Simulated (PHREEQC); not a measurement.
Make-up at 25 °C: 0.0013 mol/kgw LiOH and 0.00042 mol/kgw H3BO3. Closed to the air; pH follows from the charge balance.

Computed with PHREEQC (ion-association model, wateq4f.dat).

| quantity | before | after |
|---|---|---|
| pH | 10.93 | 10.92 |
| ionic strength (mol/kgw) | 0.00130 | 0.00397 |

Question: Which change was made?
A) LiOH from 0.0013 to 0.00013 mol/kgw
B) diluted 100-fold with water
C) temperature from 25 to 80 °C
D) 0.00089 mol/kgw BaCl2 added
E) H3BO3 left out

Answer: D, 0.00089 mol/kgw BaCl2 added

Precipitation was switched off in this run.
